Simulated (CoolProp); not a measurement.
Vapour-liquid equilibrium of 1-butene (1) + acetone (2) at 320.4 K; x and y are mole fractions of (1).

Computed with CoolProp (multi-fluid Helmholtz-energy mixture model, Lemmon 2005 and Lemmon 2006; pair parameters Bell 2016).

```json
[
 {"x": "0.05", "bubble pressure, mixture model (MPa)": "0.1338", "bubble pressure, Raoult's law (MPa)": "0.09823", "y, mixture model": "0.459", "y, Raoult's law": "0.282"},
 {"x": "0.15", "bubble pressure, mixture model (MPa)": "0.2335", "bubble pressure, Raoult's law (MPa)": "0.1463", "y, mixture model": "0.708", "y, Raoult's law": "0.569"},
 {"x": "0.25", "bubble pressure, mixture model (MPa)": "0.3081", "bubble pressure, Raoult's law (MPa)": "0.1943", "y, mixture model": "0.792", "y, Raoult's law": "0.714"},
 {"x": "0.35", "bubble pressure, mixture model (MPa)": "0.3621", "bubble pressure, Raoult's law (MPa)": "0.2424", "y, mixture model": "0.834", "y, Raoult's law": "0.801"},
 {"x": "0.45", "bubble pressure, mixture model (MPa)": "0.4013", "bubble pressure, Raoult's law (MPa)": "0.2904", "y, mixture model": "0.860", "y, Raoult's law": "0.859"},
 {"x": "0.55", "bubble pressure, mixture model (MPa)": "0.4315", "bubble pressure, Raoult's law (MPa)": "0.3385", "y, mixture model": "0.879", "y, Raoult's law": "0.901"},
 {"x": "0.65", "bubble pressure, mixture model (MPa)": "0.4574", "bubble pressure, Raoult's law (MPa)": "0.3865", "y, mixture model": "0.896", "y, Raoult's law": "0.933"},
 {"x": "0.75", "bubble pressure, mixture model (MPa)": "0.4828", "bubble pressure, Raoult's law (MPa)": "0.4345", "y, mixture model": "0.916", "y, Raoult's law": "0.957"},
 {"x": "0.85", "bubble pressure, mixture model (MPa)": "0.5098", "bubble pressure, Raoult's law (MPa)": "0.4826", "y, mixture model": "0.941", "y, Raoult's law": "0.977"},
 {"x": "0.95", "bubble pressure, mixture model (MPa)": "0.5393", "bubble pressure, Raoult's law (MPa)": "0.5306", "y, mixture model": "0.976", "y, Raoult's law": "0.993"}
]
```

The largest gap from Raoult's law is +59.6 % in bubble pressure, at x = 0.15. No azeotrope shows between x = 0.05 and 0.95.

Pair parameters are fitted to limited data, so mixtures are less certain than the pure fluids. With so large a gap from Raoult's law the liquid may split in two, which this calculation doesn't test in full.
